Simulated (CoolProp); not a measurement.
Vapour-liquid equilibrium of R134a (1) + R123 (2) at 2.77 bar; x and y are mole fractions of (1).

Model: multi-fluid Helmholtz-energy mixture model, Tillner-Roth 1994 and Younglove 1994; pair parameters Bell 2016, in CoolProp.

| x | bubble temperature (°C) | y at the bubble point | dew temperature at overall composition x (°C) | liquid density (mol/L) |
|---|---|---|---|---|
| 0.05 | 50.0 | 0.253 | 57.3 | 9.223 |
| 0.15 | 36.2 | 0.557 | 53.8 | 9.658 |
| 0.25 | 26.6 | 0.713 | 50.1 | 10.04 |
| 0.35 | 19.6 | 0.802 | 46.1 | 10.39 |
| 0.45 | 14.4 | 0.858 | 41.6 | 10.73 |
| 0.55 | 10.5 | 0.896 | 36.6 | 11.07 |
| 0.65 | 7.2 | 0.924 | 30.8 | 11.40 |
| 0.75 | 4.5 | 0.947 | 23.9 | 11.76 |
| 0.85 | 2.0 | 0.968 | 15.2 | 12.13 |
| 0.95 | -0.4 | 0.989 | 4.2 | 12.53 |

No azeotrope shows between x = 0.05 and 0.95.

Pair parameters are fitted to limited data, so mixtures are less certain than the pure fluids.
